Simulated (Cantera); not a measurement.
A closed system holds: 1 mol CO2, 0.094 mol O2, 0.76 mol H2, equilibrated at 1377 °C and 20000 Pa.

Method: chemical equilibrium by Gibbs-energy minimisation in Cantera with the NASA 1993 tables (ideal gas, pure condensed phases). Candidate condensed phases: C, C6H6, C7H8, C8H18, H2O; 110 gas species. Rates play no part.

Base state: H2O 0.350, CO2 0.325, CO 0.243, H2 0.0816, H 5.80e-5, OH 1.12e-5 (mole fractions); condensed: gas only.

Task: What changes in the equilibrium state with this change: temperature from 1377 °C to 2377 °C?

Result: 
```csv
species,before,after
H2O,0.350,0.317
CO,0.243,0.298
CO2,0.325,0.238
OH,1.12e-5,0.0330
O2,1.27e-8,0.0194
H,5.80e-5,0.0257
H2,0.0816,0.0602
O,6.52e-9,0.00906
```

Task: What changes in the equilibrium state with this change: CO2 replaced by HCl?

Result: 
```tsv
species	before	after
HCl	0	0.568
H2	0.0816	0.325
H2O	0.350	0.107
CO2	0.325	0
CO	0.243	0
Cl	0	0.000159
OH	1.12e-5	1.72e-6
H	5.80e-5	0.000116
```
